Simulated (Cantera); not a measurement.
Feed: 1 mol Ta(OEt)5, 0.22 mol O2, 12 mol H2, equilibrated at 11.0 mbar.

Method: chemical equilibrium by Gibbs-energy minimisation in Cantera with the NASA 1993 tables (ideal gas, pure condensed phases). Candidate condensed phases: C, C6H6, C7H8, C8H18, H2O, Ta, TaC, Ta2O5; 113 gas species. The feed counts by its element totals alone. TaC: taken at fixed stoichiometry. Condensed phases not in the tables: Ta2C. Kinetics and transport are ignored.

Question: At 1098 K, list the 5 most abundant gas species with their mole fractions, and the condensed phases.

Answer: H2 0.818, CO 0.182, CH4 0.000269, H2O 0.000150, CO2 3.31e-5. Condensed: C(graphite) + TaC(s).
